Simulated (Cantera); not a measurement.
# Thermodynamics of carbon deposition, reforming and gasification, feed C2H6 + O2 + H2

Input: 1 mol C2H6, 0.0085 mol O2, 48 mol H2, equilibrated at 0.100 bar.

Equilibrium computed with Cantera from the NASA thermochemical tables; the gas is ideal and each condensed phase is pure. Candidate condensed phases: C, C6H6, C7H8, C8H18, H2O; 110 gas species. The numbers say what is thermodynamically allowed, not how fast it happens.

From 1798 K to 2098 K the condensed part is C(graphite). The main C-bearing gas is C2H2 (acetylene) throughout. The share of C in condensed phases is highest at 1798 K (98.1 %) and lowest at 2098 K (91.8 %).

| T (K) | x H2 | x H | x C2H2 (acetylene) | x CO | n C(graphite) |
|---|---|---|---|---|---|
| 1798 | 0.998 | 0.00111 | 0.000172 | 0.000333 | 1.96 |
| 1823 | 0.998 | 0.00137 | 0.000211 | 0.000333 | 1.96 |
| 1848 | 0.998 | 0.00167 | 0.000257 | 0.000333 | 1.95 |
| 1873 | 0.997 | 0.00204 | 0.000311 | 0.000333 | 1.95 |
| 1898 | 0.997 | 0.00247 | 0.000375 | 0.000333 | 1.94 |
| 1923 | 0.996 | 0.00297 | 0.000450 | 0.000333 | 1.93 |
| 1948 | 0.996 | 0.00357 | 0.000537 | 0.000333 | 1.93 |
| 1973 | 0.995 | 0.00426 | 0.000637 | 0.000333 | 1.92 |
| 1998 | 0.994 | 0.00506 | 0.000753 | 0.000332 | 1.90 |
| 2023 | 0.993 | 0.00598 | 0.000887 | 0.000332 | 1.89 |
| 2048 | 0.992 | 0.00705 | 0.00104 | 0.000332 | 1.87 |
| 2073 | 0.990 | 0.00828 | 0.00121 | 0.000332 | 1.86 |
| 2098 | 0.989 | 0.00968 | 0.00141 | 0.000332 | 1.84 |
x: gas mole fraction; n: condensed amount in mol.
